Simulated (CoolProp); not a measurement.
Carbonyl sulfide at 298.15 K and 1.07 MPa is throttled through a valve to 0.259 MPa with no heat exchange. Each further row changes one setting.

The numbers come from the reference Helmholtz-energy equation of state, Lemmon 2006 in CoolProp. It is a short technical equation, of lower accuracy than the large ones.

```json
[
 {"case": "as stated", "temperature change (K)": "?", "final density (kg/m³)": "?"},
 {"case": "outlet pressure 0.0777 MPa", "temperature change (K)": "?", "final density (kg/m³)": "?"},
 {"case": "outlet pressure 0.337 MPa", "temperature change (K)": "?", "final density (kg/m³)": "?"}
]
```

Problem. What belongs in the gaps?

Solution. 
- as stated, temperature change (K): -18.8
- as stated, final density (kg/m³): 6.95
- outlet pressure 0.0777 MPa, temperature change (K): -23.2
- outlet pressure 0.0777 MPa, final density (kg/m³): 2.06
- outlet pressure 0.337 MPa, temperature change (K): -16.9
- outlet pressure 0.337 MPa, final density (kg/m³): 9.07
